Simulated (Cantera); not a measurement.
An isothermal, constant-pressure homogeneous reactor starts with 59.6 % NO, 39.9 % N₂, 0.495 % H₂O, at 1750 K and 0.690 bar.

Model: GRI-Mech 3.0 (53 species, 325 reactions), integrated in Cantera.

x: mole fraction; the columns are a selection and need not sum to one.

```json
[
 {"t (s)": "2.00e-6", "x NO": "0.596", "x O": "6.83e-8", "x N₂": "0.399", "x NO₂": "2.70e-9", "x O₂": "1.09e-11", "x N₂O": "7.15e-8"},
 {"t (s)": "1.07e-5", "x NO": "0.596", "x O": "3.02e-7", "x N₂": "0.399", "x NO₂": "6.78e-8", "x O₂": "2.77e-10", "x N₂O": "3.81e-7"},
 {"t (s)": "5.70e-5", "x NO": "0.596", "x O": "(withheld)", "x N₂": "0.399", "x NO₂": "(withheld)", "x O₂": "(withheld)", "x N₂O": "(withheld)"},
 {"t (s)": "0.000304", "x NO": "0.596", "x O": "1.04e-6", "x N₂": "0.399", "x NO₂": "8.89e-6", "x O₂": "8.70e-8", "x N₂O": "1.05e-5"},
 {"t (s)": "0.00162", "x NO": "0.596", "x O": "2.53e-6", "x N₂": "0.399", "x NO₂": "5.42e-5", "x O₂": "3.93e-6", "x N₂O": "4.73e-5"},
 {"t (s)": "0.00866", "x NO": "0.595", "x O": "5.83e-6", "x N₂": "0.399", "x NO₂": "0.000164", "x O₂": "0.000161", "x N₂O": "0.000122"},
 {"t (s)": "0.0462", "x NO": "0.592", "x O": "(withheld)", "x N₂": "0.401", "x NO₂": "(withheld)", "x O₂": "(withheld)", "x N₂O": "0.000135"},
 {"t (s)": "0.247", "x NO": "0.578", "x O": "1.08e-5", "x N₂": "0.408", "x NO₂": "0.000321", "x O₂": "0.00862", "x N₂O": "0.000128"},
 {"t (s)": "1.32", "x NO": "0.510", "x O": "2.00e-5", "x N₂": "0.442", "x NO₂": "0.000548", "x O₂": "0.0425", "x N₂O": "9.82e-5"},
 {"t (s)": "7.02", "x NO": "0.301", "x O": "3.53e-5", "x N₂": "0.546", "x NO₂": "0.000585", "x O₂": "0.147", "x N₂O": "3.34e-5"},
 {"t (s)": "37.5", "x NO": "0.0713", "x O": "4.65e-5", "x N₂": "0.661", "x NO₂": "0.000185", "x O₂": "0.262", "x N₂O": "1.99e-6"},
 {"t (s)": "200", "x NO": "0.00811", "x O": "4.91e-5", "x N₂": "0.693", "x NO₂": "2.22e-5", "x O₂": "0.294", "x N₂O": "1.94e-7"}
]
```

Complete the blanks.


- 5.70e-5, x O: 7.45e-7
- 5.70e-5, x NO₂: 1.12e-6
- 5.70e-5, x O₂: 5.23e-9
- 5.70e-5, x N₂O: 2.02e-6
- 0.0462, x O: 7.21e-6
- 0.0462, x NO₂: 0.000209
- 0.0462, x O₂: 0.00150
